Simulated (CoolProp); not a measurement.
Vapour-liquid equilibrium of CH3F (R41) (1) + chloromethane (R40) (2) at 785 kPa; x and y are mole fractions of (1).

The numbers come from the multi-fluid Helmholtz-energy mixture model, Lemmon 2006 and Thol 2014; pair parameters Bell 2016 in CoolProp.

| x | bubble temperature (K) | y at the bubble point | dew temperature at overall composition x (K) | liquid density (mol/L) |
|---|---|---|---|---|
| 0.05 | 301.2 | 0.214 | 307.4 | 18.01 |
| 0.15 | 287.6 | 0.507 | 303.7 | 18.75 |
| 0.25 | 277.0 | 0.679 | 299.7 | 19.39 |
| 0.35 | 268.9 | 0.783 | 295.3 | 19.95 |
| 0.45 | 262.5 | 0.849 | 290.6 | 20.45 |
| 0.55 | 257.4 | 0.894 | 285.2 | 20.91 |
| 0.65 | 253.1 | 0.927 | 279.0 | 21.33 |
| 0.75 | 249.5 | 0.952 | 271.7 | 21.73 |
| 0.85 | 246.3 | 0.973 | 262.4 | 22.12 |
| 0.95 | 243.3 | 0.991 | 249.8 | 22.50 |

No azeotrope shows between x = 0.05 and 0.95.

The pair parameters rest on a limited set of measurements; away from them the model extrapolates. The gap from Raoult's law changes sign with composition, which may be real or a fault of the pair parameters; it wasn't checked against measurements.
